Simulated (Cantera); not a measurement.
What does this Cantera script print?

```python
import numpy as np
import cantera as ct

gas_names = """
    H HO2 H2 H2O H2O2 O OH O2 O3 Si SiH SiH2 SiH3 SiH4 SiO SiO2 Si2 Si3
""".split()
cond_names = """
    H2O(s) H2O(L) Si(cr) Si(L) SiO2(Lqz) SiO2(hqz) SiO2(L)
""".split()


# ... load() reads the species with a 1 bar reference pressure and builds the phases ...
atoms = {
    'SiO2': {'Si': 1, 'O': 2},
    'H2': {'H': 2},
}
top_T = {}  # K; cautious upper limits of use, not melting points


# ... equilibrate(T, P, feed) seeds the gas with the atoms and calls Mixture.equilibrate('TP', solver="vcs", rtol=1e-11, max_steps=5000) ...
results = []
feed = {'SiO2': 1, 'H2': 0.48}  # mol
P = 15000  # Pa
for T in [625, 725, 825, 925, 1025, 1125, 1225, 1325, 1425, 1525]:
    mix = equilibrate(T, P, feed)
    results.append((T, P, feed, dict(zip(mix.species_names, mix.species_moles))))
    x = sorted(zip(gas.X, gas.species_names), reverse=True)
    print(f"T = {T:g} K  P = {P:g} Pa  gas = {mix.phase_moles(0):.4g} mol")
    print("   x: " + "  ".join(f"{s} {v:.3e}" for v, s in x if v > 0.001))
    print("   condensed (mol): " + ("  ".join(f"{mix.phase(i).name} {mix.phase_moles(i):.4g}"
          for i in range(1, mix.n_phases) if mix.phase_moles(i) > 1e-12) or "none"))
```

It prints:

```
T = 625 K  P = 15000 Pa  gas = 0.48 mol
   x: H2 1.000e+00
   condensed (mol): SiO2(Lqz) 1
T = 725 K  P = 15000 Pa  gas = 0.48 mol
   x: H2 1.000e+00
   condensed (mol): SiO2(Lqz) 1
T = 825 K  P = 15000 Pa  gas = 0.48 mol
   x: H2 1.000e+00
   condensed (mol): SiO2(Lqz) 1
T = 925 K  P = 15000 Pa  gas = 0.48 mol
   x: H2 1.000e+00
   condensed (mol): SiO2(hqz) 1
T = 1025 K  P = 15000 Pa  gas = 0.48 mol
   x: H2 1.000e+00
   condensed (mol): SiO2(hqz) 1
T = 1125 K  P = 15000 Pa  gas = 0.48 mol
   x: H2 1.000e+00
   condensed (mol): SiO2(hqz) 1
T = 1225 K  P = 15000 Pa  gas = 0.48 mol
   x: H2 1.000e+00
   condensed (mol): SiO2(hqz) 1
T = 1325 K  P = 15000 Pa  gas = 0.48 mol
   x: H2 1.000e+00
   condensed (mol): SiO2(hqz) 1
T = 1425 K  P = 15000 Pa  gas = 0.48 mol
   x: H2 9.999e-01
   condensed (mol): SiO2(hqz) 1
T = 1525 K  P = 15000 Pa  gas = 0.4801 mol
   x: H2 9.996e-01
   condensed (mol): SiO2(hqz) 0.9999
```

Cantera equilibrium calculation (NASA polynomials, part measured and part estimated; ideal gas, pure solids and liquids). The tables hold silica as quartz up to 1696 K and as liquid above; real silica turns to tridymite and cristobalite and melts near 1996 K.
